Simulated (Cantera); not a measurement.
Input (Python, Cantera):

```python
import numpy as np
import cantera as ct

gas = ct.Solution("h2o2.yaml")
gas.TPX = 398, 190000, {'H2': 1, 'O2': 0.658, 'N2': 2.47, 'H2O': 0.16}
flame = ct.FreeFlame(gas, width=0.026)
flame.set_refine_criteria(ratio=3, slope=0.08, curve=0.16)
flame.transport_model = "mixture-averaged"
flame.solve(loglevel=0, auto=True)
flame.transport_model = "multicomponent"
flame.soret_enabled = False
flame.solve(loglevel=0, refine_grid=True)
z, T = flame.grid, flame.T
thick = (T[-1] - T[0]) / np.gradient(T, z).max()
show = ['H2', 'O2', 'H2O', 'OH', 'HO2', 'O']
print(f"laminar burning velocity  {flame.velocity[0] * 100:.3f} cm/s")
print(f"burnt temperature         {T[-1]:.1f} K")
print(f"thermal thickness         {thick * 1e3:.4f} mm")
print(f"grid points               {len(z)}")
z0 = z[flame.heat_release_rate.argmax()]
print(f"{'z/mm':>9s}{'T/K':>9s}{'u/(m/s)':>9s}" + "".join(f"{s:>11s}" for s in show))
rows = []
for k in (-3, -2, -1.5, -1, -0.5, -0.25, 0, 0.25, 0.5, 1, 2, 4, 8):
    zz = z0 + k * thick
    rows.append([k * thick, np.interp(zz, z, T), np.interp(zz, z, flame.velocity),
                 *(np.interp(zz, z, flame.X[gas.species_index(s)]) for s in show)])
    print(f"{rows[-1][0] * 1e3:9.3f}{rows[-1][1]:9.1f}{rows[-1][2]:9.3f}" + "".join(f"{x:11.3e}" for x in rows[-1][3:]))
```

It prints:

```
laminar burning velocity  190.818 cm/s
burnt temperature         2088.6 K
thermal thickness         0.1650 mm
grid points               108
     z/mm      T/K  u/(m/s)         H2         O2        H2O         OH        HO2          O
   -0.495    398.0    1.908  2.332e-01  1.535e-01  3.732e-02  1.479e-13  3.199e-10  2.367e-11
   -0.330    398.0    1.907  2.327e-01  1.536e-01  3.734e-02  5.475e-12  1.939e-08  8.404e-10
   -0.247    398.2    1.906  2.317e-01  1.538e-01  3.740e-02  3.509e-11  1.334e-07  4.468e-09
   -0.165    400.9    1.907  2.265e-01  1.548e-01  3.777e-02  3.604e-09  3.259e-06  5.785e-08
   -0.082    474.2    2.181  1.948e-01  1.583e-01  4.512e-02  1.617e-05  2.741e-04  3.994e-06
   -0.041    770.5    3.428  1.485e-01  1.491e-01  8.028e-02  6.456e-04  5.604e-04  1.702e-04
    0.000   1174.4    5.118  9.128e-02  1.191e-01  1.477e-01  1.973e-03  2.490e-04  1.857e-03
    0.041   1462.4    6.331  4.590e-02  8.290e-02  2.119e-01  5.413e-03  1.288e-04  4.898e-03
    0.082   1628.5    7.032  2.498e-02  6.255e-02  2.454e-01  8.734e-03  7.885e-05  6.281e-03
    0.165   1794.4    7.710  1.444e-02  5.125e-02  2.663e-01  1.102e-02  4.525e-05  5.554e-03
    0.330   1927.5    8.231  9.203e-03  4.724e-02  2.791e-01  1.039e-02  2.465e-05  3.388e-03
    0.660   2014.9    8.562  4.842e-03  4.531e-02  2.887e-01  8.164e-03  1.197e-05  1.667e-03
    1.320   2062.3    8.737  2.077e-03  4.468e-02  2.946e-01  5.620e-03  5.502e-06  6.988e-04
```

Detailed kinetics in Cantera: the H2/O2 subset of GRI-Mech 3.0, which has no nitrogen chemistry. Burning velocities carry a grid error of a few per cent, more on coarse grids.
